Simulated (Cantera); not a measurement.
Charge: 1 mol PbO, 2.1 mol CO, 0.26 mol H2, held at 57.0 Pa.

Method: chemical equilibrium by Gibbs-energy minimisation in Cantera with the NASA 1993 tables (ideal gas, pure condensed phases). Candidate condensed phases: C, C6H6, C7H8, C8H18, H2O, Pb, PbO, PbO2, Pb3O4; 113 gas species. Rates play no part.

Problem. At 1325 °C, list the 4 most abundant gas species with their mole fractions, and the condensed phases.

Solution. CO 0.379, Pb 0.297, CO2 0.246, H2O 0.0510. Condensed: gas only.
